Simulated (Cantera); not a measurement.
Charge: 1 mol Nb₂O₅, 0.58 mol H₂, at 0.578 Torr.

Method: chemical equilibrium by Gibbs-energy minimisation in Cantera with the NASA 1993 tables (ideal gas, pure condensed phases). Candidate condensed phases: H₂O, Nb, NbO, NbO₂, Nb₂O₅; 12 gas species. Mutual solubility and eutectic melting of coexisting phases are not modelled. Condensed phases not in the tables: the oxides between NbO₂ and Nb₂O₅. Equilibrium is a limit: real reactors are often held back by kinetics, nucleation or transport. All values below are at 1402 °C.

Base state: H₂ 0.848, H₂O 0.149, H 0.00385, OH 3.26e-5 (mole fractions); condensed: NbO₂(s) + Nb₂O₅(s).

### Question
What changes in the equilibrium state with this change: pressure from 0.578 Torr to 75.0 Torr?

### Answer
| species | before | after |
|---|---|---|
| H₂ | 0.848 | 0.851 |
| H₂O | 0.149 | 0.149 |
| H | 0.00385 | 0.000339 |
| OH | 3.26e-5 | 2.87e-6 |
| NbO₂(s), mol | 0.173 | 0.173 |
| Nb₂O₅(s), mol | 0.914 | 0.914 |
